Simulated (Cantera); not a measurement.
Input: 1 mol SiH4, 0.27 mol HCl, 44 mol H2, at 25.0 mbar.

Method: chemical equilibrium by Gibbs-energy minimisation in Cantera with the NASA 1993 tables (ideal gas, pure condensed phases). Candidate condensed phases: Si; 19 gas species. Gases not in the tables: Si2H6 and higher silanes. Rates play no part.

What share of the Si ends up in condensed phases as a function of T (K), at 1798, 1898, 1998, 2098, 2198, 2298, 2398, 2498?


| T (K) | Si condensed (%) | as |
|---|---|---|
| 1798 | 98.7 | Si(l) |
| 1898 | 96.6 | Si(l) |
| 1998 | 90.0 | Si(l) |
| 2098 | 71.0 | Si(l) |
| 2198 | 20.9 | Si(l) |
| 2298 | 0.0 | - |
| 2398 | 0.0 | - |
| 2498 | 0.0 | - |
